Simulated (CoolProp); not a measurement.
n-perfluorohexane at several states: density (kg/m³) from the reference equation and from simpler models built on Tc = 174.9 °C, pc = 1.742 MPa, ω = 0.497; each cubic takes its own stable root.

Computed with CoolProp (reference Helmholtz-energy equation of state, Gao 2022).

| T (°C) | p (MPa) | phase | reference | van der Waals | Redlich-Kwong | Soave-Redlich-Kwong | Peng-Robinson |
|---|---|---|---|---|---|---|---|
| 133.15 | 0.0267 | gas | 2.692 | 2.687 | 2.690 | 2.692 | 2.694 |
| -60.55 | 2.18 | liquid | 1920 | 1067 | 1573 | 1634 | 1833 |
| 65.15 | 0.533 | liquid | 1555 | 857.1 | 1233 | 1340 | 1517 |
| 162.25 | 0.033 | gas | 3.104 | 3.100 | 3.103 | 3.104 | 3.106 |
| 112.55 | 0.0205 | gas | 2.176 | 2.172 | 2.174 | 2.176 | 2.177 |
